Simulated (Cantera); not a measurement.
Feed: 1 mol SiC, 0.027 mol Si, 2.5 mol N2, at 2075 K.

Cantera equilibrium calculation (NASA polynomials, part measured and part estimated; ideal gas, pure solids and liquids). Candidate condensed phases: C, Si, SiC, Si3N4; 20 gas species. Mutual solubility and eutectic melting of coexisting phases are not modelled. Equilibrium is a limit: real reactors are often held back by kinetics, nucleation or transport.

Problem. Which condensed phases are stable at each of these points (P (Pa)): 1, 16, 250, 4000, 63000, 1000000?

Solution. 
```tsv
P (Pa)	condensed phases	Si condensed (%)
1	C(graphite)	0.0
16	C(graphite) + SiC(s)	86.7
250	SiC(s)	97.3
4000	Si(l) + SiC(s)	99.2
63000	SiC(s) + Si3N4(s)	100.0
1000000	SiC(s) + Si3N4(s)	100.0
```

At 1.00 Pa the condensed part is C(graphite). At 16.0 Pa the condensed part is C(graphite) + SiC(s). At 2.50 mbar the condensed part is SiC(s). At 40.0 mbar the condensed part is Si(l) + SiC(s). From 0.630 bar to 10.0 bar the condensed part is SiC(s) + Si3N4(s).
